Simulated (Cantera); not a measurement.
# Boron, boron nitride and boron oxide: B2H6 + NH3 + N2

A closed system holds: 1 mol B2H6, a varied amount of NH3, 0.53 mol N2, equilibrated at 825 °C and 12000 Pa.

Equilibrium computed with Cantera from the NASA thermochemical tables; the gas is ideal and each condensed phase is pure. Candidate condensed phases: B, BN; 15 gas species. The feed counts by its element totals alone. Mutual solubility and eutectic melting of coexisting phases are not modelled. Kinetics and transport are ignored.

| n(NH3) (mol) | log p H2 | log p N2 | log p NH3 | log p BH3 | log p H | log p BH2 | n B(s) | n BN(s) |
|---|---|---|---|---|---|---|---|---|
| 0.91 | -0.92 | <-12 | -12.20 | -7.76 | -8.07 | -8.41 | 0.0300 | 1.97 |
| 1 | -0.92 | -3.10 | -6.43 | <-12 | -8.07 | <-12 | 0 | 2.00 |
| 1.2 | -0.93 | -2.50 | -6.14 | <-12 | -8.07 | <-12 | 0 | 2.00 |
| 1.3 | -0.94 | -2.38 | -6.09 | <-12 | -8.07 | <-12 | 0 | 2.00 |
| 1.5 | -0.94 | -2.22 | -6.02 | <-12 | -8.08 | <-12 | 0 | 2.00 |
| 1.6 | -0.95 | -2.16 | -5.99 | <-12 | -8.08 | <-12 | 0 | 2.00 |
| 1.9 | -0.96 | -2.04 | -5.95 | <-12 | -8.08 | <-12 | 0 | 2.00 |
| 2.1 | -0.96 | -1.99 | -5.93 | <-12 | -8.09 | <-12 | 0 | 2.00 |
| 2.4 | -0.97 | -1.92 | -5.90 | <-12 | -8.09 | <-12 | 0 | 2.00 |
| 2.6 | -0.97 | -1.89 | -5.89 | <-12 | -8.09 | <-12 | 0 | 2.00 |
| 3 | -0.98 | -1.84 | -5.88 | <-12 | -8.09 | <-12 | 0 | 2.00 |
| 3.4 | -0.98 | -1.80 | -5.87 | <-12 | -8.10 | <-12 | 0 | 2.00 |
| 3.8 | -0.99 | -1.77 | -5.86 | <-12 | -8.10 | <-12 | 0 | 2.00 |
log p: log10 of the partial pressure in bar; n: condensed amount in mol.

At 0.91 mol NH3 the condensed part is B(s) + BN(s). From 1 mol NH3 to 3.8 mol NH3 the condensed part is BN(s).
